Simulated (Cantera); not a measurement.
Charge: 1 mol HgO, 0.072 mol H₂, 0.83 mol N₂, held at 748 K and 0.190 bar.

These are equilibrium values from Cantera (NASA tables, ideal gas, pure condensed phases), not measurements of a reactor. Candidate condensed phases: H₂O, Hg, HgO; 25 gas species. The numbers say what is thermodynamically allowed, not how fast it happens.

Question: What is the equilibrium state?

Answer: 
```
Quantity                              Value
--------------------------------  ---------
x(Hg)                                 0.423
x(N₂)                                 0.351
x(O₂)                                 0.196
x(H₂O)                               0.0304
gas amount                        2.366 mol
log10 activity of Hg(l) (absent)      -1.87
```
